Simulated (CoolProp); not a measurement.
Saturation properties of R1234ze(E) (Tc = 382.5 K, pc = 36.35 bar, ω = 0.313).

Computed with CoolProp (reference Helmholtz-energy equation of state, Thol 2016).

```
T (K)  p (bar)  vapour density (kg/m³)  liquid cp (kJ/(kg K))  surface tension (mN/m)  liquid viscosity (µPa s)  liquid conductivity (mW/(m K))
-----  -------  ----------------------  ---------------------  ----------------------  ------------------------  ------------------------------
184.2  0.01126                 0.08394                  1.217                    38.0                      1180                             119
191.4  0.02155                  0.1548                  1.219                    34.4                       982                             116
198.6  0.03900                  0.2703                  1.222                    31.1                       832                             113
205.9  0.06761                  0.4529                  1.226                    28.3                       715                             110
213.1   0.1113                  0.7221                  1.231                    25.8                       623                             107
220.3   0.1761                   1.109                  1.237                    23.6                       548                             104
227.6   0.2708                   1.658                  1.245                    21.6                       486                             101
234.8   0.4011                   2.394                  1.254                    19.9                       434                            97.8
242     0.5777                   3.368                  1.263                    18.3                       390                            94.9
249.3   0.8154                   4.652                  1.274                    16.8                       352                            92.1
```

It boils at 254.2 K under 1 atm.

Viscosity comes from a separate model (Bell 2016), an estimate that may be off by 10 % or more. Thermal conductivity comes from a separate model (Perkins 2011). Surface tension comes from a separate correlation (Mulero 2014).
